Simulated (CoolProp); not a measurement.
Properties of n-octane along the isotherm 600.2 K (Tc = 568.7 K, pc = 2.484 MPa, ω = 0.398).

Computed with CoolProp (reference Helmholtz-energy equation of state, Beckmüller 2019).

```json
[
 {"p (MPa)": "0.776", "phase": "gas", "speed of sound (m/s)": "192.0", "Joule-Thomson coefficient (K/MPa)": "7.499", "viscosity (µPa s)": "11.5", "fugacity coefficient": "0.9085"},
 {"p (MPa)": "1.55", "phase": "gas", "speed of sound (m/s)": "169.3", "Joule-Thomson coefficient (K/MPa)": "8.884", "viscosity (µPa s)": "12.2", "fugacity coefficient": "0.8213"},
 {"p (MPa)": "2.33", "phase": "gas", "speed of sound (m/s)": "142.0", "Joule-Thomson coefficient (K/MPa)": "11.21", "viscosity (µPa s)": "13.9", "fugacity coefficient": "0.7365"},
 {"p (MPa)": "3.1", "phase": "supercritical", "speed of sound (m/s)": "109.3", "Joule-Thomson coefficient (K/MPa)": "14.90", "viscosity (µPa s)": "18.5", "fugacity coefficient": "0.6539"},
 {"p (MPa)": "3.88", "phase": "supercritical", "speed of sound (m/s)": "116.3", "Joule-Thomson coefficient (K/MPa)": "8.324", "viscosity (µPa s)": "31.8", "fugacity coefficient": "0.5708"},
 {"p (MPa)": "4.66", "phase": "supercritical", "speed of sound (m/s)": "172.0", "Joule-Thomson coefficient (K/MPa)": "3.437", "viscosity (µPa s)": "39.9", "fugacity coefficient": "0.5037"},
 {"p (MPa)": "5.43", "phase": "supercritical", "speed of sound (m/s)": "214.3", "Joule-Thomson coefficient (K/MPa)": "2.090", "viscosity (µPa s)": "44.7", "fugacity coefficient": "0.4547"},
 {"p (MPa)": "6.21", "phase": "supercritical", "speed of sound (m/s)": "248.5", "Joule-Thomson coefficient (K/MPa)": "1.466", "viscosity (µPa s)": "48.3", "fugacity coefficient": "0.4172"}
]
```

Viscosity comes from a separate model (Huber 2004).
